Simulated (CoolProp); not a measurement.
Properties of hydrogen sulfide along the isotherm 357.7 K (Tc = 373.1 K, pc = 8999 kPa, ω = 0.101).

Computed with CoolProp (reference Helmholtz-energy equation of state, Lemmon 2006). It is a short technical equation, of lower accuracy than the large ones.

```csv
p (kPa),phase,cv (kJ/(kg K)),speed of sound (m/s),expansivity (1/kK),viscosity (µPa s)
1040,gas,0.8040,329.8,3.240,14.5
2080,gas,0.8312,320.4,3.836,14.4
3110,gas,0.8624,310.1,4.671,14.5
4150,gas,0.9005,298.5,5.967,14.7
5190,gas,0.9503,284.9,8.272,15.2
6230,gas,1.025,267.8,13.86,16.2
7270,liquid,1.083,438.7,13.57,64.1
8310,liquid,1.069,479.1,10.31,67.4
9340,liquid,1.060,510.8,8.606,70.1
10400,liquid,1.055,538.3,7.486,72.5
11400,liquid,1.051,561.0,6.737,74.6
12500,liquid,1.048,583.5,6.117,76.7
13500,liquid,1.045,602.1,5.675,78.4
```

Viscosity comes from a separate model (Quiñones-Cisneros 2012).
